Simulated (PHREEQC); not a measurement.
Synthetic water in mg/L, 60 °C, pH 3.52, pe 11.5:

```csv
constituent,mg/L
Na,80.5
K,1.53
Ca,237
Mg,47.1
Cl,260
S(6) as SO4,578
Si as SiO2,0.13
Br,21.4
```

Valence states are taken as typed.

Equilibrium calculation in PHREEQC: ion-association model, phreeqc.dat.

Q: The ionic strength comes out as 0.0256 mol/kgw. What activity coefficients do Mg+2, Ca+2, H+, Cl-, Br- get?

A: Mg+2 0.54, Ca+2 0.54, H+ 0.87, Cl- 0.85, Br- 0.84.

Precipitation was switched off in this run. Away from 25 °C the constants follow the database's enthalpies or fits; those with neither stay at their 25 °C values.
